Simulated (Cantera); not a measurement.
Source: NASA polynomial tables (part measured, part estimated), evaluated in Cantera. Values are per mole of reaction as written; species without (g) are pure solids or liquids, kept so even where they would boil at 1 bar.

SF4(g) + 2 Na ⇌ 2 F2(g) + Na2S, with ΔH° = 397.1 kJ and ΔS° = 99.6 J/K at 300 K.

How far is the shortcut ΔG° ≈ ΔH°(300 K) − T·ΔS°(300 K) from the full temperature-dependent value at 523, 598, 673, 748, 823, 898, 973 K?


| T (K) | shortcut (kJ) | full (kJ) | difference (kJ) | difference in log10 K | condensed phases |
|---|---|---|---|---|---|
| 523 | 345.0 | 346.9 | -1.9 | 0.19 | Na(l), Na2S(s) |
| 598 | 337.5 | 340.3 | -2.8 | 0.25 | Na(l), Na2S(s) |
| 673 | 330.0 | 333.8 | -3.8 | 0.29 | Na(l), Na2S(s) |
| 748 | 322.6 | 327.3 | -4.7 | 0.33 | Na(l), Na2S(s) |
| 823 | 315.1 | 320.8 | -5.7 | 0.36 | Na(l), Na2S(s) |
| 898 | 307.6 | 314.2 | -6.6 | 0.38 | Na(l), Na2S(s) |
| 973 | 300.1 | 307.6 | -7.4 | 0.40 | Na(l), Na2S(s) |
The shortcut ignores heat capacities and the phase changes listed.
